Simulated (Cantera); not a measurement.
Diamond growth

A diamond (100) surface in a fixed gas of H2 with x(CH4) = 0.0047, x(H) = 0.0019, x(CH3) = 0.00014, at 1300 K; coverages are run to steady state.

Computed with Cantera and the Harris–Goodwin 1993 mechanism for the reconstructed diamond (100) surface.

```csv
P (Pa),growth (µm/h),θ c6HH,θ c6H*,θ c6*H,θ c6**,θ c6HM
460,0.0416,0.403,0.0480,0.513,0.0356,2.45e-5
830,0.0955,0.403,0.0480,0.513,0.0355,4.67e-5
1500,0.207,0.403,0.0480,0.513,0.0355,8.78e-5
2700,0.431,0.403,0.0480,0.512,0.0354,0.000162
4800,0.880,0.403,0.0480,0.512,0.0354,0.000290
8600,1.86,0.403,0.0479,0.512,0.0353,0.000515
15000,3.97,0.403,0.0479,0.512,0.0353,0.000876
28000,9.80,0.402,0.0479,0.511,0.0353,0.00154
```
θ: site fractions in the mechanism's names (c6HH fully hydrogenated, c6H* and c6*H radical sites, c6** diradical, c6HM methylated).
